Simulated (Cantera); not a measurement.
A closed system holds: 1 mol FeS2, 1.5 mol H2S, 0.55 mol O2, at 1452 °C.

Method: chemical equilibrium by Gibbs-energy minimisation in Cantera with the NASA 1993 tables (ideal gas, pure condensed phases). Candidate condensed phases: Fe, FeO, Fe(OH)2, Fe(OH)3, FeS, FeSO4, FeS2, Fe2O3, Fe2(SO4)3, Fe3O4, H2O, H2SO4, S; 22 gas species. FeS: taken at fixed stoichiometry. Equilibrium is a limit: real reactors are often held back by kinetics, nucleation or transport.

x: gas mole fraction; n: condensed amount in mol.

```
P (Pa)    x S2  x H2O    x H2   x H2S   x SO2     x SO     x SH  n FeS(l)
-------  -----  -----  ------  ------  ------  -------  -------  --------
1000     0.384  0.252   0.250  0.0218  0.0582   0.0183   0.0109     0.999
2600     0.389  0.272   0.226  0.0320  0.0522   0.0137   0.0104     1.000
6700     0.392  0.291   0.201  0.0458  0.0470   0.0103  0.00987     1.000
17000    0.392  0.306   0.175  0.0636  0.0429  0.00779  0.00921     1.000
45000    0.389  0.318   0.147  0.0868  0.0401  0.00590  0.00842     1.000
120000   0.383  0.327       ?       ?  0.0389        ?        ?     1.000
300000   0.375  0.331  0.0954   0.142  0.0394  0.00361  0.00665     1.000
770000   0.365  0.332       ?       ?  0.0415        ?        ?     1.000
2000000  0.352  0.329  0.0542   0.203  0.0451  0.00236  0.00486     1.000
```

Problem. What belongs in the gaps?

Solution. 
- 770000, x H2: 0.0731
- 770000, x H2S: 0.172
- 770000, x SO: 0.00290
- 770000, x SH: 0.00574
- 120000, x H2: 0.120
- 120000, x H2S: 0.114
- 120000, x SO: 0.00453
- 120000, x SH: 0.00753
